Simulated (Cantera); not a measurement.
Charge: 1 mol HMDSO, 0.14 mol NO, 10 mol H₂, at 35.0 mbar.

Method: chemical equilibrium by Gibbs-energy minimisation in Cantera with the NASA 1993 tables (ideal gas, pure condensed phases). Candidate condensed phases: C, C₆H₆, C₇H₈, C₈H₁₈, H₂O, Si, SiC, SiO₂, Si₂N₂O, Si₃N₄; 151 gas species. The feed counts by its element totals alone. Mutual solubility and eutectic melting of coexisting phases are not modelled. The tables hold silica as quartz up to 1696 K and as liquid above; real silica turns to tridymite and cristobalite and melts near 1996 K. The numbers say what is thermodynamically allowed, not how fast it happens. All values below are at 1223 K.

Base state: H₂ 0.997, CO 0.00275, CH₄ 0.000463 (mole fractions); condensed: C(graphite) + SiC(s) + SiO₂(β-quartz) + Si₂N₂O(s).

What changes in the equilibrium state with this change: HMDSO replaced by Si₂H₆?


| species | before | after |
|---|---|---|
| H₂ | 0.997 | 1.000 |
| SiO | 1.29e-6 | 2.93e-5 |
| CO | 0.00275 | 0 |
| CH₄ | 0.000463 | 0 |
| C(graphite), mol | 4.59 | 0 |
| SiC(s), mol | 1.35 | 0 |
| SiO₂(β-quartz), mol | 0.509 | 0.0348 |
| Si₂N₂O(s), mol | 0.0699 | 0.0700 |
| Si(s), mol | 0 | 1.82 |
